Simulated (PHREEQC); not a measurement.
Na2CO3 is added in steps, without added water, to 1 kg of water holding 0.12 mol/kgw ZnCl2 and 0.0017 mol/kgw MnSO4, at 25 °C. No oxygen is let in. No CO2 enters from the air. Only these solids could form: Rhodochrosite, Pyrochroite, Zn(OH)2-e, ZnCO3:H2O, Zn4(OH)6SO4, Zn5(OH)8Cl2, Halite, Mirabilite, Goslarite, Nahcolite, Natron.

Base run: PHREEQC, ion-association model, wateq4f.dat. Each further column changes one thing. The table gives Zn+2 (mol/kgw).

```csv
Na2CO3 added (mol),base,ZnCl2 from 0.12 to 0.108 mol/kgw,MnSO4 from 0.0017 to 0.0085 mol/kgw,ZnCl2 from 0.12 to 0.24 mol/kgw,no solid may form
0,0.100,0.0913,0.0972,0.181,0.100
0.027,0.0770,0.0678,0.0744,0.159,0.0763
0.063,0.0467,0.0372,0.0451,0.131,0.0560
0.09,0.0243,0.0147,0.0261,0.110,0.0439
0.117,0.00333,4.56e-7,0.00763,0.0894,0.0332
0.153,8.89e-8,6.01e-8,1.20e-7,0.0624,0.0208
0.18,4.93e-8,3.95e-8,5.71e-8,0.0426,0.0126
0.207,3.60e-8,3.08e-8,3.98e-8,0.0232,0.00563
0.243,2.79e-8,2.50e-8,2.99e-8,1.03e-5,0.000187
0.27,2.45e-8,2.23e-8,2.60e-8,1.74e-7,9.43e-6
0.297,2.22e-8,2.05e-8,2.33e-8,8.73e-8,3.02e-6
0.333,2.01e-8,1.87e-8,2.09e-8,5.50e-8,1.36e-6
0.36,1.89e-8,1.77e-8,1.96e-8,4.42e-8,9.29e-7
```

The database's zinc carbonate complexes are estimates, stronger than later reviews accept. In at least one series the solution becomes supersaturated in solids that the run did not let form, among them Rhodochrosite, Pyrochroite, Zn(OH)2-e, ZnCO3:H2O, Zn4(OH)6SO4. The ionic strength passes 0.7 mol/kgw, the rough limit of the ion-association models, in part of: no solid may form.
